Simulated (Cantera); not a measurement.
Input: 1 mol SiCl4, 16 mol NH3, 9.4 mol N2, held at 1502 °C and 21.0 Pa.

Method: chemical equilibrium by Gibbs-energy minimisation in Cantera with the NASA 1993 tables (ideal gas, pure condensed phases). The tables' values for SiCl, SiN are old estimates; treat these amounts as uncertain. Rates play no part.

```csv
species,before,after
H2,0.508,0.542
N2,0.395,0.393
HCl,0.0593,0.0319
SiCl2,0.0147,0.00601
Si,0.00692,0.0105
H,0.0142,0.0147
Si3,4.09e-6,1.41e-5
Si2,2.56e-5,5.85e-5
Si2N,3.29e-5,7.50e-5
Cl,0.00128,0.000665
SiH2,8.41e-6,1.36e-5
SiH,8.77e-5,0.000137
"Si(l), mol",0,0.220
```
Gas species are given as mole fractions.

Q: Which change was made?
A) pressure from 21.0 Pa to 10.0 Pa
B) NH3 from 16 to 2.3 mol
C) SiCl4 replaced by SiH2Cl2
D) pressure from 21.0 Pa to 8.90 Pa

A: C, SiCl4 replaced by SiH2Cl2. Gases not in the tables: Si2H6 and higher silanes
